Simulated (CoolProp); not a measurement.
Methanol at 293.15 K and 0.00983 MPa is throttled through a valve to 0.00442 MPa with no heat exchange. Each further row changes one setting.

Computed with CoolProp (reference Helmholtz-energy equation of state, de Reuck 1993).

| case | temperature change (K) | final density (kg/m³) |
|---|---|---|
| as stated | -4.7 | 0.0593 |
| outlet pressure 0.00133 MPa | (withheld) | (withheld) |
| outlet pressure 0.00575 MPa | -3.7 | (withheld) |

Question: Some entries are withheld; supply them.

Answer: 
- outlet pressure 0.00133 MPa, temperature change (K): -6.4
- outlet pressure 0.00133 MPa, final density (kg/m³): 0.0179
- outlet pressure 0.00575 MPa, final density (kg/m³): 0.0770
